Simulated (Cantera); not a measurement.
A perfectly stirred reactor is fed with 28.4 % H2, 8.34 % O2, 55.1 % N2, 8.23 % H2O, equivalence ratio 1.7, at 760 Torr; it is adiabatic with a 675 K inlet, and is followed from long to short residence time, starting on the burning branch (τ in s: 0.36, 0.13, 0.044, 0.015, 0.0053, 0.0019, 0.00065, 0.00022, 7.8e-05, 2.7e-05).

Detailed kinetics in Cantera: the H2/O2 subset of GRI-Mech 3.0, which has no nitrogen chemistry.

x: mole fraction; the columns are a selection and need not sum to one.

| τ (s) | T (K) | x H2 | x O2 | x H2O | x O | x HO2 | x H |
|---|---|---|---|---|---|---|---|
| 0.36 | 1892 | 0.127 | 1.78e-5 | 0.271 | 1.81e-6 | 8.67e-9 | 0.00131 |
| 0.13 | 1886 | 0.127 | … | 0.271 | … | … | … |
| 0.044 | 1876 | 0.126 | 6.19e-5 | 0.271 | 1.33e-5 | 4.46e-8 | 0.00358 |
| 0.015 | 1858 | 0.125 | 0.000123 | 0.270 | 3.63e-5 | 9.92e-8 | 0.00595 |
| 0.0053 | 1831 | 0.123 | 0.000250 | 0.268 | 9.27e-5 | 2.12e-7 | 0.00962 |
| 0.0019 | 1789 | 0.121 | 0.000516 | 0.266 | 0.000221 | 4.46e-7 | 0.0152 |
| 0.00065 | 1721 | 0.118 | 0.00112 | 0.262 | 0.000502 | 9.89e-7 | 0.0236 |
| 0.00022 | 1623 | 0.115 | … | 0.256 | … | … | … |
| 7.8e-5 | 1499 | 0.115 | 0.00565 | 0.247 | 0.00167 | 5.93e-6 | 0.0467 |
| 2.7e-5 | 1327 | 0.136 | 0.0172 | 0.221 | 0.00229 | 2.13e-5 | 0.0475 |

**Question.** Some entries are withheld; supply them.

**Answer.** 
- 0.13, x O2: 3.21e-5
- 0.13, x O: 4.75e-6
- 0.13, x HO2: 1.94e-8
- 0.13, x H: 0.00213
- 0.00022, x O2: 0.00249
- 0.00022, x O: 0.00100
- 0.00022, x HO2: 2.33e-6
- 0.00022, x H: 0.0351
